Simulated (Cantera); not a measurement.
**Moist CO burnout**

An isothermal, constant-pressure homogeneous reactor starts with 0.433 % CO, 0.525 % O2, 6.91 % H2O, 92.1 % N2, equivalence ratio 0.41, at 1423 K and 520000 Pa.

Computed with Cantera and GRI-Mech 3.0 (53 species, 325 reactions).

```json
[
 {"t (s)": "0.000400", "x CO": "0.00410", "x O2": "0.00518", "x H2O": "0.0689", "x O": "6.62e-6", "x NO": "8.59e-11"},
 {"t (s)": "0.000959", "x CO": "0.00101", "x O2": "0.00371", "x H2O": "0.0688", "x O": "1.90e-5", "x NO": "3.91e-8"},
 {"t (s)": "0.00230", "x CO": "0.000145", "x O2": "0.00318", "x H2O": "0.0691", "x O": "3.28e-6", "x NO": "5.98e-8"},
 {"t (s)": "0.00551", "x CO": "1.83e-5", "x O2": "0.00310", "x H2O": "0.0692", "x O": "6.59e-7", "x NO": "6.46e-8"},
 {"t (s)": "0.0132", "x CO": "1.83e-6", "x O2": "0.00309", "x H2O": "0.0692", "x O": "1.63e-7", "x NO": "6.62e-8"},
 {"t (s)": "0.0316", "x CO": "1.67e-7", "x O2": "0.00309", "x H2O": "0.0692", "x O": "5.69e-8", "x NO": "6.68e-8"},
 {"t (s)": "0.0758", "x CO": "5.46e-8", "x O2": "0.00309", "x H2O": "0.0692", "x O": "3.51e-8", "x NO": "6.70e-8"},
 {"t (s)": "0.182", "x CO": "4.99e-8", "x O2": "0.00309", "x H2O": "0.0692", "x O": "3.31e-8", "x NO": "6.71e-8"},
 {"t (s)": "0.436", "x CO": "4.99e-8", "x O2": "0.00309", "x H2O": "0.0692", "x O": "3.30e-8", "x NO": "6.74e-8"},
 {"t (s)": "1.04", "x CO": "4.99e-8", "x O2": "0.00309", "x H2O": "0.0692", "x O": "3.30e-8", "x NO": "6.82e-8"},
 {"t (s)": "2.50", "x CO": "4.99e-8", "x O2": "0.00309", "x H2O": "0.0692", "x O": "3.30e-8", "x NO": "6.99e-8"},
 {"t (s)": "6.00", "x CO": "4.99e-8", "x O2": "0.00309", "x H2O": "0.0692", "x O": "3.30e-8", "x NO": "7.42e-8"}
]
```
x: mole fraction; the columns are a selection and need not sum to one.

Equilibrium at this temperature and pressure: CO 5.03e-8, O2 0.00304, H2O 0.0692, O 3.28e-8, NO 0.000108 (gas phase only).
